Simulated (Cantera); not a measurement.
A Cantera script and what it prints.

```python
import numpy as np
import cantera as ct

gas_names = """
    H HNO HNO2 HNO3 HO2 H2 H2O H2O2 N NH NH2 NH3 NH2OH NO NO2 NO3 N2 N2H2 N2H4 N2O O OH O2 O3 Si SiH
    SiH2 SiH3 SiH4 SiN SiO SiO2 Si2 Si2N Si3
""".split()
cond_names = """
    H2O(s) H2O(L) Si(cr) Si(L) SiO2(Lqz) SiO2(hqz) SiO2(L) Si2N2O(s) Si3N4(a)
""".split()


# ... load() reads the species with a 1 bar reference pressure and builds the phases ...
atoms = {
    'Si3N4': {'Si': 3, 'N': 4},
    'H2O': {'H': 2, 'O': 1},
    'H2': {'H': 2},
}
top_T = {'Si2N2O(s)': 2100, 'Si3N4(a)': 2400}  # K; cautious upper limits of use, not melting points


# ... equilibrate(T, P, feed) seeds the gas with the atoms and calls Mixture.equilibrate('TP', solver="vcs", rtol=1e-11, max_steps=5000) ...
results = []
feed = {'Si3N4': 1, 'H2O': 0.23, 'H2': 410}  # mol
T = 1850  # K
P = 101325  # Pa
mix = equilibrate(T, P, feed)
results.append((T, P, feed, dict(zip(mix.species_names, mix.species_moles))))
x = sorted(zip(gas.X, gas.species_names), reverse=True)
print(f"T = {T:g} K  P = {P:g} Pa  gas = {mix.phase_moles(0):.4g} mol")
print("   x: " + "  ".join(f"{s} {v:.3e}" for v, s in x if v > 1e-05))
print("   condensed (mol): " + ("  ".join(f"{mix.phase(i).name} {mix.phase_moles(i):.4g}"
      for i in range(1, mix.n_phases) if mix.phase_moles(i) > 1e-12) or "none"))
```

Output:

```
T = 1850 K  P = 101325 Pa  gas = 412.6 mol
   x: H2 9.940e-01  N2 4.846e-03  SiO 5.569e-04  H 5.336e-04  SiH2 4.191e-05
   condensed (mol): Si(L) 2.747
```

Cantera equilibrium calculation (NASA polynomials, part measured and part estimated; ideal gas, pure solids and liquids). Gases not in the tables: Si2H6 and higher silanes.
